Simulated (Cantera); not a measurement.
A freely propagating, adiabatic, planar premixed flame of H2 : O2 : N2 = 1 : 0.769 : 2.89 (molar parts), equivalence ratio 0.65, unburnt at 350 K and 0.140 bar; mixture-averaged transport, grid criteria slope 0.08 and curve 0.16, no radiation.

Detailed kinetics in Cantera: the H2/O2 subset of GRI-Mech 3.0, which has no nitrogen chemistry. Burning velocities carry a grid error of a few per cent, more on coarse grids. Lean hydrogen flames are cellular in practice and burn faster than this planar one.

Task: How do the results move with these cheaper or finer settings: unity-Lewis-number transport; multicomponent transport; multicomponent+Soret transport; grid criteria slope 0.5, curve 1; grid criteria slope 0.25, curve 0.5; grid criteria slope 0.03, curve 0.06?

Result: 
```csv
setting,laminar burning velocity,thermal thickness,peak x(H2O2),peak x(OH),grid points
as above,161 cm/s,4.60 mm,2.97e-5,0.0102,117
unity-Lewis-number transport,116 cm/s,3.32 mm,9.48e-6,0.0106,108
multicomponent transport,158 cm/s,4.54 mm,3.06e-5,0.0102,118
multicomponent+Soret transport,146 cm/s,4.47 mm,3.02e-5,0.0100,117
"grid criteria slope 0.5, curve 1",181 cm/s,5.44 mm,2.38e-5,0.0103,39
"grid criteria slope 0.25, curve 0.5",169 cm/s,4.86 mm,2.66e-5,0.0101,57
"grid criteria slope 0.03, curve 0.06",160 cm/s,4.54 mm,3.07e-5,0.0103,284
```
Unity Lewis numbers drop preferential diffusion, which matters most where H2 and H carry the flame; Soret adds thermal diffusion.
